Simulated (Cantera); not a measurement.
Feed: 1 mol CH₄, 0.045 mol O₂, 0.52 mol H₂, held at 2252 °C and 128 Torr.

Equilibrium computed with Cantera from the NASA thermochemical tables; the gas is ideal and each condensed phase is pure. Candidate condensed phases: C, C₆H₆, C₇H₈, C₈H₁₈, H₂O; 110 gas species. Equilibrium is a limit: real reactors are often held back by kinetics, nucleation or transport.

Base state: H₂ 0.892, H 0.0642, CO 0.0334, C₂H₂ (acetylene) 0.0107, C₂H 5.83e-5, C₄H₂ 5.31e-5, CH₃ 2.51e-5, CH₄ 1.95e-5 (mole fractions); condensed: C(graphite).

Question: What changes in the equilibrium state with this change: pressure from 128 Torr to 7.50 Torr?

Answer: 
| species | before | after |
|---|---|---|
| H₂ | 0.892 | 0.722 |
| H | 0.0642 | 0.238 |
| CO | 0.0334 | 0.0304 |
| C₂H₂ (acetylene) | 0.0107 | 0.00867 |
| CH₄ | 1.95e-5 | 7.52e-7 |
| C₃ | 4.30e-6 | 7.30e-5 |
| C | 1.38e-6 | 2.34e-5 |
| CH₃ | 2.51e-5 | 4.44e-6 |
| C(graphite), mol | 0.851 | 0.856 |

Question: What changes in the equilibrium state with this change: temperature from 2252 °C to 727 °C?

Answer: 
```tsv
species	before	after
H₂	0.892	0.950
CO	0.0334	0.0328
CH₄	1.95e-5	0.0147
H	0.0642	5.37e-9
C₂H₂ (acetylene)	0.0107	1.08e-9
CO₂	<1e-9	0.000104
C₂H	5.83e-5	<1e-9
C(graphite), mol	0.851	0.878
```

Question: What changes in the equilibrium state with this change: pressure from 128 Torr to 1350 Torr?

Answer: 
| species | before | after |
|---|---|---|
| H₂ | 0.892 | 0.934 |
| CO | 0.0334 | 0.0341 |
| H | 0.0642 | 0.0202 |
| C₂H₂ (acetylene) | 0.0107 | 0.0112 |
| C₂H₄ | 1.08e-6 | 1.26e-5 |
| CH₄ | 1.95e-5 | 0.000226 |
| CH₃ | 2.51e-5 | 8.75e-5 |
| C₂H | 5.83e-5 | 1.83e-5 |
| C(graphite), mol | 0.851 | 0.849 |
